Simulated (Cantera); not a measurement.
Cantera run:

```python
import numpy as np
import cantera as ct

gas_names = """
    Fe2CL6 CCL4
""".split()
cond_names = """
    C(gr) Fe(a) Fe(c) Fe(d) Fe(L)
""".split()


# ... load() reads the species with a 1 bar reference pressure and builds the phases ...
species = {s.name: s for s in load("nasa_gas.yaml", gas_names) + load("nasa_condensed.yaml", cond_names)}
# Each term lists the table entries of one substance; the one whose range holds T is used.
reactions = {
    '2 Fe2Cl6(g) + 3 C = 4 Fe + 3 CCl4(g)':
        [(-2, ['Fe2CL6']), (-3, ['C(gr)']), (4, ['Fe(a)', 'Fe(c)', 'Fe(d)', 'Fe(L)']), (3, ['CCL4'])],
}


def pick(names, T):
    return next(species[n] for n in names if species[n].thermo.min_temp <= T <= species[n].thermo.max_temp)


results = []
for label, terms in reactions.items():
    print(label)
    print("     T/K   dH/kJ  dS/(J/K)   dG/kJ   log10 K")
    for T in [350, 500, 650, 800, 950, 1100, 1250, 1400, 1550, 1700, 1850]:
        used = [(nu, pick(names, T)) for nu, names in terms]
        dH = sum(nu * s.thermo.h(T) for nu, s in used) / 1e6
        dS = sum(nu * s.thermo.s(T) for nu, s in used) / 1e3
        dG = dH - T * dS / 1e3
        logK = -dG * 1e6 / (ct.gas_constant * T * np.log(10))
        results.append((label, T, dH, dS, dG, logK, [s.name for _, s in used]))
        print(f"{T:8g} {dH:8.1f} {dS:8.1f} {dG:8.1f} {logK:8.2f}")
```

Result:

```
2 Fe2Cl6(g) + 3 C = 4 Fe + 3 CCl4(g)
     T/K   dH/kJ  dS/(J/K)   dG/kJ   log10 K
     350   1020.5    -54.4   1039.5  -155.13
     500   1020.0    -55.7   1047.8  -109.47
     650   1022.2    -52.0   1056.0   -84.86
     800   1026.3    -46.3   1063.4   -69.43
     950   1033.8    -37.8   1069.7   -58.82
    1100   1052.2    -20.0   1074.1   -51.01
    1250   1060.6    -12.8   1076.6   -44.99
    1400   1064.1    -10.1   1078.3   -40.23
    1550   1068.3     -7.3   1079.6   -36.38
    1700   1077.0     -2.0   1080.4   -33.20
    1850   1140.3     33.1   1079.1   -30.47
```

Source: NASA polynomial tables (part measured, part estimated), evaluated in Cantera. Condensed species are held in their standard states even where they would react or evaporate.
